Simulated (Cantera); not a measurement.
**Adiabatic ignition**

An adiabatic, constant-volume homogeneous reactor starts with 6.16 % CH4, 2.40 % H2, 19.0 % O2, 71.4 % N2, 0.985 % CO2, equivalence ratio 0.71, at 950 K and 50000 Pa.

Computed with Cantera and GRI-Mech 3.0 (53 species, 325 reactions). Below about 1000 K GRI-Mech 3.0 lacks low-temperature oxidation paths.

| t (s) | T (K) | P (bar) | x CH4 | x H2 | x O2 | x CO | x C2H2 |
|---|---|---|---|---|---|---|---|
| 1.00e-5 | 950 | 0.500 | 0.0616 | 0.0240 | 0.190 | <1e-12 | <1e-12 |
| 2.26e-5 | 950 | 0.500 | 0.0616 | 0.0240 | 0.190 | <1e-12 | <1e-12 |
| 5.09e-5 | 950 | 0.500 | 0.0616 | 0.0240 | 0.190 | <1e-12 | <1e-12 |
| 0.000115 | 950 | 0.500 | 0.0616 | 0.0240 | 0.190 | <1e-12 | <1e-12 |
| 0.000259 | 950 | 0.500 | 0.0616 | 0.0240 | 0.190 | <1e-12 | <1e-12 |
| 0.000585 | 950 | 0.500 | 0.0616 | 0.0240 | 0.190 | <1e-12 | <1e-12 |
| 0.00132 | 950 | 0.500 | 0.0616 | 0.0240 | 0.190 | <1e-12 | <1e-12 |
| 0.00298 | 950 | 0.500 | 0.0616 | 0.0240 | 0.190 | 1.30e-12 | <1e-12 |
| 0.00672 | 950 | 0.500 | 0.0616 | 0.0240 | 0.190 | 1.69e-11 | <1e-12 |
| 0.0152 | 950 | 0.500 | 0.0616 | 0.0240 | 0.190 | 2.91e-8 | <1e-12 |
| 0.0342 | 958 | 0.504 | 0.0608 | 0.0238 | 0.190 | 7.98e-5 | 1.09e-9 |
| 0.0772 | 2524 | 1.33 | <1e-12 | 0.00346 | 0.0533 | 0.00976 | <1e-12 |
| 0.174 | 2519 | 1.33 | <1e-12 | 0.00344 | 0.0518 | 0.00967 | <1e-12 |
| 0.393 | 2519 | 1.33 | <1e-12 | 0.00344 | 0.0518 | 0.00967 | <1e-12 |
| 0.886 | 2519 | 1.33 | <1e-12 | 0.00344 | 0.0518 | 0.00967 | <1e-12 |
| 2.00 | 2519 | 1.33 | <1e-12 | 0.00344 | 0.0518 | 0.00967 | <1e-12 |
x: mole fraction; the columns are a selection and need not sum to one.

- time of steepest temperature rise: 66.8 ms
- temperature at 2.00 s: 2519 K
- equilibrium temperature: 2519 K
- x(CH4) at 2.00 s: <1e-12 (gas-phase equilibrium <1e-12)
- x(H2) at 2.00 s: 0.00344 (gas-phase equilibrium 0.00344)
- x(O2) at 2.00 s: 0.0518 (gas-phase equilibrium 0.0518)
